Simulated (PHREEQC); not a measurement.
Model water analysis in mg/L, 35 °C, pH 6.55, pe 11.5: Na 0.0679; K 0.0178; Ca 0.0205; Mg 0.00882; Cl 0.0574; S(6) as SO4 0.0536; Alkalinity as HCO3 0.14; N(5) as NO3 0.00127.

Valence states are taken as typed.

Computed with PHREEQC (ion-association model, wateq4f.dat).

Precipitation was switched off in this run.

Estimate the charge-balance error.

charge-balance error 1.0 %.

In which forms is C present?

HCO3- 64 %, CO2 36 % of the C.

Complexes and solids missing from the database can't appear.
